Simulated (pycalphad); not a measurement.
**Effect of Hf content in Ti-Hf-B**

Source of the numbers: pycalphad with the COST 507 light-alloy database (1999); pressure 1 atm. These are 1990s assessments: newer ones move some temperatures and phases. Phase fractions are per mole of atoms. Kinetics are ignored, which matters at the lower temperatures.

Problem. One of these alloys has its liquidus at 1820 K, its solidus at 1818 K, and holds hcp 0.86, BM 0.14 at 650 K. Which?
A. Ti-30.76Hf-1.293B (wt.%)
B. Ti-50.22Hf-1.056B (wt.%)
C. Ti-41.46Hf-1.162B (wt.%)

Solution. A, Ti-30.76Hf-1.293B (wt.%). The others: Ti-41.46Hf-1.162B (wt.%), liquidus 1830, solidus 1822; Ti-50.22Hf-1.056B (wt.%), liquidus 1845, solidus 1828

Database names, with the compositions (at.%) that they take in these runs: BM: Ti 46-50 B 50 Hf 0-4.
